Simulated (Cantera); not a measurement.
What does this Cantera script print?

```python
import numpy as np
import cantera as ct

gas_names = """
    F FO FO2 F2 F2O N NF NF2 NF3 NO NO2 NO3 N2 N2O O O2 O3
""".split()
cond_names = """

""".split()


# ... load() reads the species with a 1 bar reference pressure and builds the phases ...
atoms = {
    'NF3': {'N': 1, 'F': 3},
    'O2': {'O': 2},
    'N2': {'N': 2},
}
top_T = {}  # K; cautious upper limits of use, not melting points


# ... equilibrate(T, P, feed) seeds the gas with the atoms and calls Mixture.equilibrate('TP', solver="vcs", rtol=1e-11, max_steps=5000) ...
results = []
feed = {'NF3': 1, 'O2': 4.2, 'N2': 10}  # mol
T = 3173.15  # K
P = 13332.2  # Pa
mix = equilibrate(T, P, feed)
results.append((T, P, feed, dict(zip(mix.species_names, mix.species_moles))))
print(gas.report(threshold=1e-06))
for i in range(1, mix.n_phases):
    print(f"{mix.phase(i).name:16s} {mix.phase_moles(i):12.5e} mol")
```

Output:

```
       temperature   3173.2 K
          pressure   13332 Pa
           density   0.012617 kg/m^3
  mean mol. weight   24.967 kg/kmol
   phase of matter   gas

                          1 kg             1 kmol
                     ---------------   ---------------
          enthalpy        5.8933e+06        1.4714e+08  J
   internal energy        4.8366e+06        1.2076e+08  J
           entropy             11197        2.7956e+05  J/K
    Gibbs function       -2.9636e+07       -7.3994e+08  J
 heat capacity c_p            1285.6             32097  J/K
 heat capacity c_v            952.55             23783  J/K

                      mass frac. Y      mole frac. X     chem. pot. / RT
                     ---------------   ---------------   ---------------
                 F           0.11737           0.15425           -23.779
                FO        2.2126e-05        1.5785e-05           -41.147
                 N        4.4478e-05        7.9281e-05           -15.627
                NO          0.041081          0.034182           -32.996
               NO2        8.5935e-06        4.6638e-06           -50.365
                N2            0.5866            0.5228           -31.255
                 O           0.11508           0.17959           -17.369
                O2           0.13979           0.10907           -34.737
     [   +9 minor]        2.3306e-06        1.4754e-06
```

Cantera equilibrium calculation (NASA polynomials, part measured and part estimated; ideal gas, pure solids and liquids).
